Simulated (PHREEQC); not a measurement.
Dissolve 0.018 mol NaBF4 per kg of water at 58 °C. Closed to the air; pH follows from the charge balance.

Equilibrium calculation in PHREEQC: ion-association model, phreeqc.dat.

Each row changes one thing in this solution. This is a speciation only: nothing precipitates in the calculation.

| case | pH | ionic strength (mol/kgw) | BF4- (mol/kgw) | HF (mol/kgw) | F- (mol/kgw) | H3BO3 (mol/kgw) |
|---|---|---|---|---|---|---|
| as made | 2.98 | 0.0192 | 0.0140 | 0.00736 | 0.00294 | 0.00188 |
| temperature from 58 to 35 °C | 2.92 | 0.0193 | 0.0148 | 0.00508 | 0.00269 | 0.00140 |
| diluted 100-fold with water | 3.61 | 0.000431 | 1.15e-8 | 0.000288 | 0.000429 | 0.000179 |
| temperature from 58 to 45 °C | 2.94 | 0.0193 | 0.0145 | 0.00597 | 0.00278 | 0.00159 |
| NaBF4 from 0.018 to 0.027 mol/kgw | 2.94 | 0.0283 | 0.0221 | 0.00832 | 0.00311 | 0.00194 |
| NaBF4 from 0.018 to 0.0198 mol/kgw | 2.98 | 0.0210 | 0.0156 | 0.00758 | 0.00298 | 0.00190 |

Away from 25 °C the constants follow the database's enthalpies or fits; those with neither stay at their 25 °C values. Real BF4- forms and hydrolyses slowly; the run takes it at equilibrium.
